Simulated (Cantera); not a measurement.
Cantera run, input and output.

```python
import numpy as np
import cantera as ct

surf = ct.Interface("ptcombust.yaml", "Pt_surf")
gas = surf.adjacent["gas"]
gas.TPX = 300, 15000, {'CH4': 0.089, 'O2': 0.052, 'N2': 0.79}
jet = ct.ImpingingJet(gas=gas, width=0.024, surface=surf)
jet.inlet.mdot, jet.inlet.T, jet.inlet.X = 0.021, 300, {'CH4': 0.089, 'O2': 0.052, 'N2': 0.79}
jet.set_refine_criteria(ratio=10, slope=0.2, curve=0.3)
show, cover = ['CH4', 'O2', 'H2O', 'OH', 'CO', 'CO2'], ["PT(S)", "H(S)", "O(S)", "OH(S)", "CO(S)", "C(S)"]

rows = []
print(f"{'Ts/K':>7s}" + "".join(f"{s:>11s}" for s in show + cover) + "   (gas at the wall, coverages)")
for i, Ts in enumerate([850, 900, 950, 1000, 1050, 1100, 1150]):
    jet.surface.T = Ts
    if i == 0:
        surf.TP = Ts, 15000
        surf.coverages = "PT(S):0.5, O(S):0.5"
        surf.advance_coverages(1.0)
        jet.set_initial_guess(products="inlet")
    jet.solve(loglevel=0, auto=(i == 0))
    rows.append([*(jet.X[gas.species_index(s), -1] for s in show), *surf[cover].coverages])
    print(f"{Ts:7g}" + "".join(f"{x:11.3e}" for x in rows[-1]))
```

It prints:

```
   Ts/K        CH4         O2        H2O         OH         CO        CO2      PT(S)       H(S)       O(S)      OH(S)      CO(S)       C(S)   (gas at the wall, coverages)
    850  6.892e-02  1.616e-02  4.501e-02  1.956e-12  2.774e-02  7.293e-06  1.352e-01  1.082e-03  1.314e-07  3.979e-07  7.154e-02  7.922e-01
    900  6.519e-02  1.473e-02  4.388e-02  6.046e-12  3.154e-02  5.620e-06  1.491e-01  1.471e-03  8.992e-08  2.890e-07  3.578e-02  8.137e-01
    950  5.907e-02  1.254e-02  4.188e-02  1.829e-11  3.774e-02  5.802e-06  1.713e-01  1.777e-03  7.098e-08  2.510e-07  2.271e-02  8.042e-01
   1000  5.068e-02  9.989e-03  3.841e-02  5.192e-11  4.620e-02  7.285e-06  2.035e-01  2.041e-03  6.138e-08  2.421e-07  1.726e-02  7.772e-01
   1050  3.949e-02  7.215e-03  3.274e-02  1.220e-10  5.746e-02  1.133e-05  2.540e-01  2.342e-03  5.790e-08  2.478e-07  1.587e-02  7.278e-01
   1100  2.398e-02  4.113e-03  2.369e-02  2.665e-10  7.296e-02  2.672e-05  3.568e-01  2.845e-03  6.356e-08  2.649e-07  2.018e-02  6.202e-01
   1150  7.639e-03  1.369e-03  1.323e-02  5.142e-10  8.910e-02  1.816e-04  6.529e-01  3.790e-03  1.224e-07  3.537e-07  4.440e-02  2.989e-01
```

Detailed kinetics in Cantera: Deutschmann's 1995 Pt surface mechanism with GRI-Mech 3.0 gas chemistry. Catalytic surfaces can have several steady states; this one follows from the mechanism file's or the stated starting coverage.
